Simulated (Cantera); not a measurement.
Input: 1 mol CHF3, 0.017 mol F2, 0.08 mol H2, held at 1498 K and 0.133 bar.

Cantera equilibrium calculation (NASA polynomials, part measured and part estimated; ideal gas, pure solids and liquids). Candidate condensed phases: C, C6H6, C7H8, C8H18; 95 gas species. Gases not in the tables: C2F6 and larger saturated fluorocarbons. Rates play no part.

Task: What is the equilibrium state?

Result: 
```
Quantity            Value
--------------  ---------
x(HF)               0.712
x(CF4)              0.288
x(CF2)            6.09e-5
x(CF3)            1.99e-5
x(F)              6.33e-6
x(CHF3)           6.12e-6
n(C(graphite))  0.531 mol
gas amount      1.629 mol
```
